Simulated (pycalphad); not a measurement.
# Phase fractions of Mg-1.131Si-19.62Al (wt.%)

Source of the numbers: pycalphad with the COST 507 light-alloy database (1999); pressure 1 atm. The database dates from 1999; later assessments differ in places, in temperatures and in the compounds included. Phase fractions are per mole of atoms. Diffusion is slow at the low end, where real alloys seldom reach equilibrium.

| T (K) | LIQUID | MG2SI | HCP_A3 | ALMG_GAMMA |
|---|---|---|---|---|
| 900 | 1.000 | - | - | - |
| 850 | 0.998 | 0.002 | - | - |
| 800 | 0.914 | 0.017 | 0.069 | - |
| 750 | 0.554 | 0.026 | 0.420 | - |
| 700 | - | 0.030 | 0.720 | 0.250 |
| 650 | - | 0.030 | 0.673 | 0.297 |
| 600 | - | 0.030 | 0.634 | 0.336 |
| 550 | - | 0.030 | … | … |
| 500 | - | 0.030 | 0.581 | 0.389 |
| 450 | - | 0.030 | … | … |
| 400 | - | 0.030 | 0.551 | 0.419 |
| 350 | - | 0.030 | 0.543 | 0.427 |

### Question
Fill in the missing entries.

### Answer

- 550, HCP_A3: 0.604
- 550, ALMG_GAMMA: 0.366
- 450, HCP_A3: 0.564
- 450, ALMG_GAMMA: 0.406

Database names, with the compositions (at.%) that they take in these runs: MG2SI: Mg 67 Si 33; ALMG_GAMMA: Mg 59 Al 40. HCP_A3 is hcp.
